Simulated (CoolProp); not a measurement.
Properties of isohexane at several states (Tc = 224.6 °C, pc = 3.043 MPa, ω = 0.280).

Values from CoolProp's reference Helmholtz-energy equation of state, Lemmon 2006. It is a short technical equation, of lower accuracy than the large ones.

```
T (°C)  p (MPa)   phase  density (kg/m³)  cp (kJ/(kg K))  speed of sound (m/s)  expansivity (1/kK)  fugacity coefficient
------  -------  ------  ---------------  --------------  --------------------  ------------------  --------------------
167.85    0.254     gas            6.253           2.348                 202.0               2.656                0.9565
273.55   0.0669     gas            1.275           2.732                 232.7               1.865                0.9945
-0.35     0.331  liquid            671.7           2.118                  1161               1.318               0.02685
159.55      3.3  liquid            508.3           2.985                 510.5               2.828                0.2910
```
